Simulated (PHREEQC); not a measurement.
Model water analysis in mg/L, 25 °C, pH 6.6, pe 9.9: Na 110; K 2.73; Ca 72.4; Mg 32.1; Cl 78.5; S(6) as SO4 154; Alkalinity as HCO3 346; Br 1.25; Si as SiO2 0.0903.

Cl is adjusted to close the charge balance.
Valence states are taken as typed.

The numbers come from PHREEQC with the ion-association model, phreeqc.dat.

No solid was allowed to form.

Problem. Order these C species by the share of C that they hold, largest first: MgHCO3+, CO2, NaHCO3, CaHCO3+, HCO3-.

Solution. HCO3- (66 %), CO2 (33 %), CaHCO3+ (0.83 %), MgHCO3+ (0.56 %), NaHCO3 (0.14 %)

The pH is 6.60 and the ionic strength 0.0144 mol/kgw. Species that the database lacks are ignored.
